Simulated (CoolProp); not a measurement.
Computed with CoolProp (reference Helmholtz-energy equation of state, Bücker 2006).

Task: For ethane, give the phase and the Z, cv (kJ/(kg K)), isothermal compressibility (1/MPa), expansivity (1/kK) at 197 K and 22.4 MPa; 262.4 K and 22.4 MPa; 281.1 K and 22.4 MPa.

Result: 
- 197 K and 22.4 MPa: liquid; Z 0.748, cv 1.47, isothermal compressibility 0.00150, expansivity 1.94
- 262.4 K and 22.4 MPa: liquid; Z 0.649, cv 1.57, isothermal compressibility 0.00341, expansivity 2.55
- 281.1 K and 22.4 MPa: liquid; Z 0.637, cv 1.62, isothermal compressibility 0.00447, expansivity 2.81
